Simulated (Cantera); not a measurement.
Charge: 1 mol CaF2, 100 mol N2, at 1302 °C and 0.140 Pa.

These are equilibrium values from Cantera (NASA tables, ideal gas, pure condensed phases), not measurements of a reactor. Candidate condensed phases: Ca, CaF2; 11 gas species. Equilibrium is a limit: real reactors are often held back by kinetics, nucleation or transport.

### Question
What is the equilibrium state?

### Answer
```json
{
 "x(N2)": "0.990",
 "x(CaF2)": "0.00989",
 "x(F)": "1.46e-5",
 "x(CaF)": "1.44e-5",
 "gas_amount": "101.0 mol",
 "log10 activity of CaF2(s) (absent)": "-2.85",
 "log10 activity of Ca(l) (absent)": "-12.29"
}
```
